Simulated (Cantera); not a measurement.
Input: 1 mol PbO, 0.19 mol O2, 0.19 mol N2, at 23.0 mbar.

Method: chemical equilibrium by Gibbs-energy minimisation in Cantera with the NASA 1993 tables (ideal gas, pure condensed phases). Candidate condensed phases: Pb, PbO, PbO2, Pb3O4; 12 gas species. Gases not in the tables: (PbO)n polymers. The numbers say what is thermodynamically allowed, not how fast it happens.

x: gas mole fraction; n: condensed amount in mol.

```csv
T (°C),x N2,x O2,x PbO,x Pb,x NO,x O,n PbO(yellow),n PbO(l)
777,0.500,0.500,6.44e-5,3.89e-8,6.49e-5,3.12e-9,1.000,0
827,0.500,0.500,0.000269,3.14e-7,0.000104,1.16e-8,1.000,0
877,0.499,0.499,___,___,___,___,1.000,0
927,0.498,0.498,0.00297,1.09e-5,0.000240,1.17e-7,0,0.999
977,0.496,0.496,0.00794,4.86e-5,0.000344,3.21e-7,0,0.997
1027,0.490,0.490,0.0196,0.000192,0.000477,8.16e-7,0,0.992
1077,0.477,0.477,0.0451,0.000691,0.000635,1.92e-6,0,0.982
1127,0.449,0.450,___,___,___,___,0,0.958
1177,0.395,0.399,0.198,0.00722,0.000927,8.36e-6,0,0.901
```

Fill in the missing entries.


- 877, x PbO: 0.000990
- 877, x Pb: 2.10e-6
- 877, x NO: 0.000161
- 877, x O: 3.87e-8
- 1127, x PbO: 0.0973
- 1127, x Pb: 0.00229
- 1127, x NO: 0.000801
- 1127, x O: 4.19e-6
